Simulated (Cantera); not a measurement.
A freely propagating, adiabatic, planar premixed flame of H2 : O2 : N2 = 1 : 0.455 : 1.27 (molar parts), unburnt at 525 K and 13300 Pa; mixture-averaged transport, grid criteria slope 0.08 and curve 0.16, no radiation.

Computed with Cantera and the H2/O2 subset of GRI-Mech 3.0, which has no nitrogen chemistry. Burning velocities carry a grid error of a few per cent, more on coarse grids.

Q: What does this change do: H2 1 to 0.76 parts?

A: 
```tsv
quantity	before	after
laminar burning velocity	601 cm/s	529 cm/s
thermal thickness	5.49 mm	5.49 mm
peak x(OH)	0.0254	0.0261
peak x(H2O2)	2.58e-6	3.16e-6
peak x(HO2)	7.82e-5	8.30e-5
peak x(O)	0.0183	0.0222
```

Q: What does this change do: inlet temperature 525 to 398 K?

A: 
```
quantity                    before     after
------------------------  --------  --------
laminar burning velocity  601 cm/s  400 cm/s
thermal thickness          5.49 mm   5.17 mm
peak x(OH)                  0.0254    0.0234
peak x(H2O2)               2.58e-6   1.82e-5
peak x(HO2)                7.82e-5  0.000127
peak x(O)                   0.0183    0.0167
```

Q: What does this change do: H2 1 to 1.3 parts?

A: 
| quantity | before | after |
|---|---|---|
| laminar burning velocity | 601 cm/s | 647 cm/s |
| thermal thickness | 5.49 mm | 5.40 mm |
| peak x(OH) | 0.0254 | 0.0179 |
| peak x(H2O2) | 2.58e-6 | 2.07e-6 |
| peak x(HO2) | 7.82e-5 | 7.24e-5 |
| peak x(O) | 0.0183 | 0.0117 |
